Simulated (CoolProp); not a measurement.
Vapour-liquid equilibrium of hexamethyldisiloxane (MM) (1) + toluene (2) at 331.7 K; x and y are mole fractions of (1).

Model: multi-fluid Helmholtz-energy mixture model, Thol 2016 and Lemmon 2006; pair parameters Bell 2016, in CoolProp.

Give the bubble pressure and the first vapour's composition at x = 0.05, 0.15, 0.75. Is there an azeotrope?

x = 0.05: 18.21 kPa, y = 0.086; x = 0.15: 19.53 kPa, y = 0.234; x = 0.75: 24.25 kPa, y = 0.784. No azeotrope shows between x = 0.05 and 0.95.

The pair parameters rest on a limited set of measurements; away from them the model extrapolates.
